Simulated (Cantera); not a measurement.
A Cantera script and what it prints.

```python
import numpy as np
import cantera as ct

gas_names = [...]  # 113 gases of nasa_gas.yaml made of C, H, O, Ta
cond_names = """
    C(gr) C6H6(L) C7H8(L) C8H18(L),n-octa H2O(s) H2O(L) Ta(cr) Ta(L) TaC(s) TaC(L) Ta2O5(s) Ta2O5(L)
""".split()


# ... load() reads the species with a 1 bar reference pressure and builds the phases ...
atoms = {
    'Ta(OEt)5': {'Ta': 1, 'C': 10, 'H': 25, 'O': 5},
    'CO2': {'C': 1, 'O': 2},
}
top_T = {'C(gr)': 4500}  # K; cautious upper limits of use, not melting points


# ... equilibrate(T, P, feed) seeds the gas with the atoms and calls Mixture.equilibrate('TP', solver="vcs", rtol=1e-11, max_steps=5000) ...
results = []
feed = {'Ta(OEt)5': 1, 'CO2': 9.1}  # mol
P = 66  # Pa
for T in [1148, 1248, 1348, 1448, 1548, 1648, 1748, 1848, 1948, 2048, 2148, 2248, 2348, 2448]:
    mix = equilibrate(T, P, feed)
    results.append((T, P, feed, dict(zip(mix.species_names, mix.species_moles))))
    x = sorted(zip(gas.X, gas.species_names), reverse=True)
    print(f"T = {T:g} K  P = {P:g} Pa  gas = {mix.phase_moles(0):.4g} mol")
    print("   x: " + "  ".join(f"{s} {v:.3e}" for v, s in x if v > 1e-05))
    print("   condensed (mol): " + ("  ".join(f"{mix.phase(i).name} {mix.phase_moles(i):.4g}"
          for i in range(1, mix.n_phases) if mix.phase_moles(i) > 1e-12) or "none"))
```

It prints:

```
T = 1148 K  P = 66 Pa  gas = 31.6 mol
   x: CO 5.758e-01  H2 3.736e-01  CO2 2.866e-02  H2O 2.197e-02
   condensed (mol): Ta2O5(s) 0.5
T = 1248 K  P = 66 Pa  gas = 31.6 mol
   x: CO 5.791e-01  H2 3.703e-01  CO2 2.537e-02  H2O 2.526e-02  H 1.106e-05
   condensed (mol): Ta2O5(s) 0.5
T = 1348 K  P = 66 Pa  gas = 31.6 mol
   x: CO 5.818e-01  H2 3.675e-01  H2O 2.799e-02  CO2 2.264e-02  H 5.460e-05
   condensed (mol): Ta2O5(s) 0.5
T = 1448 K  P = 66 Pa  gas = 31.6 mol
   x: CO 5.840e-01  H2 3.652e-01  H2O 3.023e-02  CO2 2.040e-02  H 2.168e-04
   condensed (mol): Ta2O5(s) 0.5
T = 1548 K  P = 66 Pa  gas = 31.61 mol
   x: CO 5.857e-01  H2 3.630e-01  H2O 3.206e-02  CO2 1.855e-02  H 7.221e-04
   condensed (mol): Ta2O5(s) 0.5
T = 1648 K  P = 66 Pa  gas = 31.63 mol
   x: CO 5.868e-01  H2 3.606e-01  H2O 3.354e-02  CO2 1.703e-02  H 2.081e-03
   condensed (mol): Ta2O5(s) 0.5
T = 1748 K  P = 66 Pa  gas = 31.68 mol
   x: CO 5.870e-01  H2 3.572e-01  H2O 3.468e-02  CO2 1.578e-02  H 5.315e-03  OH 3.011e-05
   condensed (mol): Ta2O5(s) 0.5
T = 1848 K  P = 66 Pa  gas = 31.8 mol
   x: CO 5.859e-01  H2 3.515e-01  H2O 3.548e-02  CO2 1.475e-02  H 1.224e-02  OH 9.084e-05
   condensed (mol): Ta2O5(s) 0.4999
T = 1948 K  P = 66 Pa  gas = 32.02 mol
   x: CO 5.826e-01  H2 3.416e-01  H2O 3.583e-02  H 2.571e-02  CO2 1.392e-02  OH 2.439e-04  TaO2 7.392e-05  O 1.361e-05
   condensed (mol): Ta2O5(s) 0.4988
T = 2048 K  P = 66 Pa  gas = 32.43 mol
   x: CO 5.756e-01  H2 3.246e-01  H 4.966e-02  H2O 3.564e-02  CO2 1.328e-02  OH 5.938e-04  TaO2 5.145e-04  O 6.559e-05
   condensed (mol): Ta2O5(s) 0.4916
T = 2148 K  P = 66 Pa  gas = 33.18 mol
   x: CO 5.627e-01  H2 2.969e-01  H 8.840e-02  H2O 3.490e-02  CO2 1.295e-02  TaO2 2.518e-03  OH 1.338e-03  O 2.808e-04  O2 1.400e-05  TaO 1.354e-05
   condensed (mol): Ta2O5(L) 0.458
T = 2248 K  P = 66 Pa  gas = 34.53 mol
   x: CO 5.399e-01  H2 2.544e-01  H 1.442e-01  H2O 3.403e-02  CO2 1.328e-02  TaO2 1.005e-02  OH 2.890e-03  O 1.131e-03  TaO 6.777e-05  O2 6.349e-05
   condensed (mol): Ta2O5(L) 0.3254
T = 2348 K  P = 66 Pa  gas = 36.81 mol
   x: CO 5.046e-01  H 2.137e-01  H2 1.976e-01  H2O 3.209e-02  TaO2 2.696e-02  CO2 1.424e-02  OH 5.966e-03  O 4.362e-03  O2 2.946e-04  TaO 2.076e-04
   condensed (mol): none
T = 2448 K  P = 66 Pa  gas = 39.02 mol
   x: CO 4.779e-01  H 2.965e-01  H2 1.465e-01  TaO2 2.533e-02  H2O 2.140e-02  CO2 1.154e-02  O 1.135e-02  OH 8.447e-03  O2 6.839e-04  TaO 2.929e-04
   condensed (mol): none
```

Equilibrium computed with Cantera from the NASA thermochemical tables; the gas is ideal and each condensed phase is pure. The feed counts by its element totals alone.
